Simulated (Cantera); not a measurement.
Input (Python, Cantera):

```python
import numpy as np
import cantera as ct

gas = ct.Solution("h2o2.yaml")
gas.TPX = 300, 500000, {'H2': 1, 'O2': 0.263, 'N2': 1.16}
flame = ct.FreeFlame(gas, width=0.013)
flame.set_refine_criteria(ratio=3, slope=0.08, curve=0.16)
flame.transport_model = "unity-Lewis-number"
flame.solve(loglevel=0, auto=True)
z, T = flame.grid, flame.T
thick = (T[-1] - T[0]) / np.gradient(T, z).max()
show = ['H2', 'O2', 'OH', 'HO2', 'O', 'H']
print(f"laminar burning velocity  {flame.velocity[0] * 100:.3f} cm/s")
print(f"burnt temperature         {T[-1]:.1f} K")
print(f"thermal thickness         {thick * 1e3:.4f} mm")
print(f"grid points               {len(z)}")
z0 = z[flame.heat_release_rate.argmax()]
print(f"{'z/mm':>9s}{'T/K':>9s}{'u/(m/s)':>9s}" + "".join(f"{s:>11s}" for s in show))
rows = []
for k in (-3, -2, -1.5, -1, -0.5, -0.25, 0, 0.25, 0.5, 1, 2, 4, 8):
    zz = z0 + k * thick
    rows.append([k * thick, np.interp(zz, z, T), np.interp(zz, z, flame.velocity),
                 *(np.interp(zz, z, flame.X[gas.species_index(s)]) for s in show)])
    print(f"{rows[-1][0] * 1e3:9.3f}{rows[-1][1]:9.1f}{rows[-1][2]:9.3f}" + "".join(f"{x:11.3e}" for x in rows[-1][3:]))
```

It prints:

```
laminar burning velocity  143.769 cm/s
burnt temperature         1980.3 K
thermal thickness         0.0549 mm
grid points               111
     z/mm      T/K  u/(m/s)         H2         O2         OH        HO2          O          H
   -0.165    300.1    1.438  4.127e-01  1.085e-01  1.008e-12  1.007e-07  2.075e-10  4.428e-15
   -0.110    300.8    1.442  4.126e-01  1.085e-01  3.605e-11  8.659e-07  1.844e-09  1.355e-13
   -0.082    303.0    1.452  4.124e-01  1.084e-01  3.979e-10  3.119e-06  7.131e-09  1.531e-12
   -0.055    324.4    1.553  4.104e-01  1.072e-01  2.171e-08  2.804e-05  9.535e-08  1.522e-10
   -0.027    578.6    2.725  3.853e-01  9.273e-02  1.694e-05  4.589e-04  1.145e-05  1.426e-05
   -0.014    953.5    4.386  3.431e-01  6.957e-02  3.478e-04  5.108e-04  1.486e-04  2.064e-03
    0.000   1330.5    5.970  2.814e-01  3.920e-02  9.606e-04  1.915e-04  6.942e-04  1.474e-02
    0.014   1562.5    6.900  2.317e-01  1.614e-02  1.749e-03  6.696e-05  8.673e-04  2.936e-02
    0.027   1682.7    7.367  2.106e-01  5.756e-03  2.147e-03  2.208e-05  5.823e-04  3.345e-02
    0.055   1790.0    7.771  2.051e-01  8.475e-04  2.083e-03  3.072e-06  2.529e-04  2.762e-02
    0.110   1868.2    8.058  2.097e-01  8.321e-05  1.513e-03  3.624e-07  9.590e-05  1.729e-02
    0.219   1919.5    8.244  2.140e-01  1.765e-05  9.234e-04  9.823e-08  3.106e-05  9.605e-03
    0.439   1949.0    8.350  2.165e-01  5.139e-06  5.190e-04  2.998e-08  9.181e-06  5.129e-03
```

Computed with Cantera and the H2/O2 subset of GRI-Mech 3.0, which has no nitrogen chemistry. The hydrogen kinetics of GRI-Mech 3.0 are dated; newer H2 mechanisms differ, most at raised pressure. Unity Lewis numbers drop preferential diffusion, which matters most where H2 and H carry the flame. Burning velocities carry a grid error of a few per cent, more on coarse grids.
